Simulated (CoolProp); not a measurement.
The fluid at 256.76 K and 0.0579 MPa is throttled through a valve to 0.0182 MPa with no heat exchange. The same conditions are run with several fluids, on thermodynamics alone (safety and materials aside).

Model: reference Helmholtz-energy equation of state of each fluid (sulfur dioxide: Gao 2016; R125: Lemmon 2005; ethylene: Smukala 2000; R410A: Lemmon 2003; CF4 (R14): Platzer 1990), in CoolProp. The equations of Platzer and Polt are older, rougher fits. Blends and air are pseudo-pure fits.

**Question.** Rank sulfur dioxide, R125, ethylene, R410A, CF4 (R14) by temperature change (K), highest first.

**Answer.** CF4 (R14) (-0.3), ethylene (-0.6), R125 (-0.9), R410A (-1.4), sulfur dioxide (-2.6)

```
fluid           final density (kg/m³)
--------------  ---------------------
sulfur dioxide                  0.555
R125                             1.03
ethylene                        0.240
R410A                           0.625
CF4 (R14)                       0.752
```
